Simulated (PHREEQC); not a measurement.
## Metal-bearing waste water: speciation

Make-up at 25 °C: 0.0075 mol/kgw Al2(SO4)3, 7.9e-05 mol/kgw CuCl2, 5.6e-05 mol/kgw NaHCO3 and 0.005 mol/kgw NaCl. Closed to the air; pH follows from the charge balance.

All values are PHREEQC results (ion-association model, wateq4f.dat), not measurements.

Each row changes one thing in this solution. Precipitation was switched off in this run.

```csv
case,pH,ionic strength (mol/kgw),Cu+2 (mol/kgw),CuCl+ (mol/kgw),HCO3- (mol/kgw),CuHCO3+ (mol/kgw),SI of Tenorite (CuO),SI of Cu(OH)2 (Cu(OH)2)
as made,4.10,0.0405,5.48e-5,3.85e-7,3.72e-7,5.23e-9,-3.98,-5.00
Al2(SO4)3 left out,6.47,0.00525,(withheld),6.57e-7,3.19e-5,7.58e-7,+1.01,-0.01
NaCl left out,4.11,0.0346,5.40e-5,1.21e-8,3.76e-7,5.41e-9,-3.95,-4.97
0.00026 mol/kgw NaAlO2 added,4.76,0.0418,5.44e-5,3.79e-7,1.68e-6,2.32e-8,-2.66,-3.68
CuCl2 from 7.9e-05 to 8.69e-05 mol/kgw,4.10,0.0406,6.03e-5,4.25e-7,3.72e-7,5.75e-9,-3.94,-4.96
NaHCO3 from 5.6e-05 to 0.00056 mol/kgw,4.54,0.0413,5.44e-5,3.80e-7,(withheld),1.43e-7,-3.09,-4.11
0.00027 mol/kgw NaOH added,4.39,0.0409,5.46e-5,3.83e-7,7.20e-7,1.01e-8,-3.40,-4.42
Al2(SO4)3 from 0.0075 to 0.00375 mol/kgw,4.16,0.0258,5.98e-5,4.67e-7,4.18e-7,7.11e-9,-3.77,-4.79
```

Problem. What belongs in the gaps?

Solution. 
- Al2(SO4)3 left out, Cu+2 (mol/kgw): 6.38e-5
- NaHCO3 from 5.6e-05 to 0.00056 mol/kgw, HCO3- (mol/kgw): 1.03e-5

Some of these states are supersaturated (in Basaluminite, Gibbsite (slow to form), Atacamite, for instance). The database's constant for dissolved Cu(OH)2 is higher than later reviews accept.
